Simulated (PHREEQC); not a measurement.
Consider water at 20 °C with 0.02 mol/kgw HF, 6.2e-05 mol/kgw NH4HF2 and 4.8e-05 mol/kgw H2SiF6. Closed to the air; pH follows from the charge balance.

The numbers come from PHREEQC with the ion-association model, wateq4f.dat.

This is a speciation only: nothing precipitates in the calculation.

Question: Estimate the pH.

Answer: pH 2.47.

Question: In which forms is F present?

Answer: HF 73 %, F- 17 %, H2F2 6.8 %, HF2- 1.8 %, SiF6-2 1.4 % of the F.

wateq4f.dat counts part of the HF as a dimer, H2F2, which phreeqc.dat doesn't know; its constant is uncertain. SiF6-2 is the database's only silicon fluoride.
